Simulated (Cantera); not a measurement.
An adiabatic, constant-volume homogeneous reactor starts with 1.94 % C3H8, 20.5 % O2, 77.5 % N2, at 1773 K and 2.10 bar.

Detailed kinetics in Cantera: GRI-Mech 3.0 (53 species, 325 reactions). GRI-Mech 3.0 was tuned for natural gas; its chemistry of propane as a main component is partial and can be far from experiment.

One state of this run: T (K) = 2763; P (bar) = 3.39; x C3H8 = <1e-12; x O2 = 0.100; x CH4 = <1e-12; x N2O = 1.98e-6; x HCN = 4.80e-11; x NO = 0.00633. x: mole fraction; the columns are a selection and need not sum to one.

Problem. Which value of t (s) does it belong to?
A) 0.000108
B) 0.0180
C) 1.08
D) 0.000300

Solution. D, 0.000300
